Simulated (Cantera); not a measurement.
**Silicon oxide and oxynitride deposition: SiH4 + H2O + N2**

Feed: 1 mol SiH4, 2.5 mol H2O, a varied amount of N2, at 525 °C and 0.0825 Torr.

Cantera equilibrium calculation (NASA polynomials, part measured and part estimated; ideal gas, pure solids and liquids). Candidate condensed phases: H2O, Si, SiO2, Si2N2O, Si3N4; 35 gas species. Equilibrium is a limit: real reactors are often held back by kinetics, nucleation or transport.

```csv
n(N2) (mol),log p N2,log p H2,log p H2O,log p NH3,n SiO2(α-quartz)
4.1,-4.28,-4.29,-5.19,-11.09,1.00
5.5,-4.22,-4.36,-5.26,-11.16,1.00
7.5,-4.16,-4.44,-5.34,-11.25,1.00
10,-4.12,-4.52,-5.42,-11.35,1.00
14,-4.08,-4.62,-5.53,-11.49,1.00
19,-4.05,-4.73,-5.63,-11.63,1.00
26,-4.03,-4.84,-5.74,-11.79,1.00
36,-4.01,-4.96,-5.87,-11.97,1.00
48,-4.00,-5.08,-5.98,-12.13,1.00
66,-3.99,-5.20,-6.11,-12.32,1.00
```
log p: log10 of the partial pressure in bar; n: condensed amount in mol.

From 4.1 mol N2 to 66 mol N2 the condensed part is SiO2(α-quartz).
